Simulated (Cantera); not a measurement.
Input (Python, Cantera):

```python
import numpy as np
import cantera as ct

gas = ct.Solution("gri30.yaml")
gas.TPX = 1150, 37000, {'H2': 1.2, 'O2': 1, 'N2': 1.5}
reactor = ct.IdealGasConstPressureReactor(gas, energy="off", clone=False)
net = ct.ReactorNet([reactor])
net.rtol, net.atol = 1e-08, 1e-18
show = ['H2', 'O2', 'NO2', 'H2O', 'O', 'OH']
times = np.geomspace(0.0004, 200, 11)

steps = ct.SolutionArray(gas, extra=["t"])
rows = []
print(f"{'t/s':>10s}{'T/K':>9s}{'P/Pa':>11s}" + "".join(f"{s:>11s}" for s in show))
for t in times:
    while net.time < t:
        t_next = net.step()
        steps.append(gas.state, t=t_next)
    rows.append([np.interp(t, steps.t, y) for y in (steps.T, steps.P, *steps(*show).X.T)])
    print(f"{t:10.3e}{rows[-1][0]:9.1f}{rows[-1][1]:11.4g}" + "".join(f"{x:11.3e}" for x in rows[-1][2:]))
rate = np.gradient(steps.T, steps.t)
print("integrator steps:", len(steps.t))
if steps.T.max() > steps.T[0] + 200:
    print(f"time of steepest temperature rise: {steps.t[rate.argmax()]:.4e} s")
gas.TPX = 1150, 37000, {'H2': 1.2, 'O2': 1, 'N2': 1.5}
gas.equilibrate("TP")
print(f"equilibrium (TP): T = {gas.T:.1f} K  " + "  ".join(f"{s} {gas[s].X[0]:.3e}" for s in show))
```

Output:

```
       t/s      T/K       P/Pa         H2         O2        NO2        H2O          O         OH
 4.000e-04   1150.0    3.7e+04  2.416e-03  1.297e-01  2.483e-08  3.835e-01  3.189e-04  7.328e-04
 1.486e-03   1150.0    3.7e+04  2.823e-04  1.291e-01  1.360e-07  3.866e-01  2.223e-05  1.835e-04
 5.519e-03   1150.0    3.7e+04  2.061e-05  1.290e-01  1.885e-07  3.870e-01  2.354e-06  6.957e-05
 2.050e-02   1150.0    3.7e+04  8.288e-07  1.290e-01  1.055e-07  3.871e-01  3.743e-07  2.899e-05
 7.615e-02   1150.0    3.7e+04  9.640e-08  1.290e-01  4.066e-08  3.871e-01  8.256e-08  1.358e-05
 2.828e-01   1150.0    3.7e+04  2.346e-08  1.290e-01  2.230e-08  3.871e-01  2.141e-08  6.892e-06
 1.051e+00   1150.0    3.7e+04  9.179e-09  1.290e-01  2.859e-08  3.871e-01  7.106e-09  3.962e-06
 3.902e+00   1150.0    3.7e+04  7.680e-09  1.290e-01  3.691e-08  3.871e-01  4.975e-09  3.312e-06
 1.450e+01   1150.0    3.7e+04  7.663e-09  1.290e-01  3.709e-08  3.871e-01  4.944e-09  3.302e-06
 5.384e+01   1150.0    3.7e+04  7.661e-09  1.290e-01  3.711e-08  3.871e-01  4.941e-09  3.301e-06
 2.000e+02   1150.0    3.7e+04  7.661e-09  1.290e-01  3.711e-08  3.871e-01  4.941e-09  3.301e-06
integrator steps: 1869
equilibrium (TP): T = 1150.0 K  H2 7.663e-09  O2 1.290e-01  NO2 8.368e-07  H2O 3.871e-01  O 4.940e-09  OH 3.301e-06
```

Detailed kinetics in Cantera: GRI-Mech 3.0 (53 species, 325 reactions). The temperature is held fixed by assumption; the heat of reaction is taken as removed at once.
